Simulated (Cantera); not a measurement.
Input (Python, Cantera) and output of one run.

```python
import numpy as np
import cantera as ct

gas_names = """
    CL CL2 H HCL H2 Si SiCL SiCL2 SiCL3 SiCL4 SiH SiHCL3 SiH2 SiH2CL2 SiH3 SiH3CL SiH4 Si2 Si3
""".split()
cond_names = """
    Si(cr) Si(L)
""".split()


# ... load() reads the species with a 1 bar reference pressure and builds the phases ...
atoms = {
    'Si2Cl6': {'Si': 2, 'CL': 6},
    'H2': {'H': 2},
}
top_T = {}  # K; cautious upper limits of use, not melting points


# ... equilibrate(T, P, feed) seeds the gas with the atoms and calls Mixture.equilibrate('TP', solver="vcs", rtol=1e-11, max_steps=5000) ...
results = []
feed = {'Si2Cl6': 1, 'H2': 260}  # mol
T = 923  # K
P = 40000  # Pa
mix = equilibrate(T, P, feed)
results.append((T, P, feed, dict(zip(mix.species_names, mix.species_moles))))
print(gas.report(threshold=0.0001))
for i in range(1, mix.n_phases):
    print(f"{mix.phase(i).name:16s} {mix.phase_moles(i):12.5e} mol")
```

Result:

```
       temperature   923 K
          pressure   40000 Pa
           density   0.01556 kg/m^3
  mean mol. weight   2.9852 kg/kmol
   phase of matter   gas

                          1 kg             1 kmol
                     ---------------   ---------------
          enthalpy        5.0376e+06        1.5038e+07  J
   internal energy        2.4668e+06        7.3639e+06  J
           entropy             58178        1.7367e+05  J/K
    Gibbs function       -4.8661e+07       -1.4526e+08  J
 heat capacity c_p             10206             30468  J/K
 heat capacity c_v            7421.2             22154  J/K

                      mass frac. Y      mole frac. X     chem. pot. / RT
                     ---------------   ---------------   ---------------
               HCL          0.036319         0.0029738           -42.842
                H2           0.66931           0.99108           -18.235
             SiCL4           0.14412         0.0025324            -138.4
            SiHCL3           0.13648         0.0030081           -113.79
           SiH2CL2           0.01184        0.00034995           -89.186
     [  +14 minor]         0.0019293         5.139e-05

Si(cr)            4.46473e-01 mol
```

These are equilibrium values from Cantera (NASA tables, ideal gas, pure condensed phases), not measurements of a reactor. The feed counts by its element totals alone. The tables' values for SiCl3 are old estimates; treat these amounts as uncertain.
